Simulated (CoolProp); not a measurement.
Properties of n-nonane along the isobar 2.12 MPa.

Model: reference Helmholtz-energy equation of state, Lemmon 2006, in CoolProp. It is a short technical equation, of lower accuracy than the large ones.

| T (°C) | phase | cp (kJ/(kg K)) | speed of sound (m/s) | Prandtl number |
|---|---|---|---|---|
| -23.05 | liquid | 2.051 | 1416 | 21.9 |
| 20.35 | liquid | 2.189 | 1237 | 12.1 |
| 63.75 | liquid | 2.354 | 1074 | 8.73 |
| 107.15 | liquid | 2.533 | 922.5 | 7.02 |
| 150.65 | liquid | 2.721 | 776.7 | 5.90 |
| 194.05 | liquid | 2.918 | 632.6 | 5.03 |
| 237.45 | liquid | 3.138 | 483.1 | 4.25 |
| 280.95 | liquid | 3.468 | 313.7 | 3.52 |

Viscosity comes from a separate model (Huber 2004). Thermal conductivity comes from a separate model (Huber 2005).
